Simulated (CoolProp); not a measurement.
Computed with CoolProp (reference Helmholtz-energy equation of state, Akasaka 2023).

Question: For R1224YDZ, give the phase and the cp (kJ/(kg K)), cv (kJ/(kg K)), speed of sound (m/s) at 199.95 °C and 0.0158 MPa; 199.95 °C and 0.108 MPa; 199.95 °C and 5 MPa.

Answer: 
- 199.95 °C and 0.0158 MPa: gas; cp 1.01, cv 0.958, speed of sound 167
- 199.95 °C and 0.108 MPa: gas; cp 1.02, cv 0.959, speed of sound 166
- 199.95 °C and 5 MPa: supercritical; cp 1.84, cv 1.07, speed of sound 108
